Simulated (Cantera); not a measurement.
Input: 1 mol FeS₂, 4.2 mol SO₂, 0.17 mol O₂, at 750 Torr.

These are equilibrium values from Cantera (NASA tables, ideal gas, pure condensed phases), not measurements of a reactor. Candidate condensed phases: Fe, FeO, FeS, FeSO₄, FeS₂, Fe₂O₃, Fe₂(SO₄)₃, Fe₃O₄, S; 12 gas species. FeS: taken at fixed stoichiometry. Gases not in the tables: S₃ to S₇. The numbers say what is thermodynamically allowed, not how fast it happens.

Q: Which condensed phases are stable at each of these points (T (K)): 650, 725, 800, 875, 950, 1025, 1100, 1175?

A: 
```json
[
 {"T (K)": "650", "condensed phases": "FeSO₄(s) + FeS₂(s)", "Fe condensed (%)": "100.0"},
 {"T (K)": "725", "condensed phases": "FeS₂(s) + Fe₃O₄(s)", "Fe condensed (%)": "100.0"},
 {"T (K)": "800", "condensed phases": "FeS₂(s) + Fe₃O₄(s)", "Fe condensed (%)": "100.0"},
 {"T (K)": "875", "condensed phases": "FeS₂(s) + Fe₃O₄(s)", "Fe condensed (%)": "100.0"},
 {"T (K)": "950", "condensed phases": "FeS(s)", "Fe condensed (%)": "100.0"},
 {"T (K)": "1025", "condensed phases": "FeS(s)", "Fe condensed (%)": "100.0"},
 {"T (K)": "1100", "condensed phases": "FeS(s)", "Fe condensed (%)": "100.0"},
 {"T (K)": "1175", "condensed phases": "FeS(s)", "Fe condensed (%)": "100.0"}
]
```

At 650 K the condensed part is FeSO₄(s) + FeS₂(s). From 725 K to 875 K the condensed part is FeS₂(s) + Fe₃O₄(s). From 950 K to 1175 K the condensed part is FeS(s).
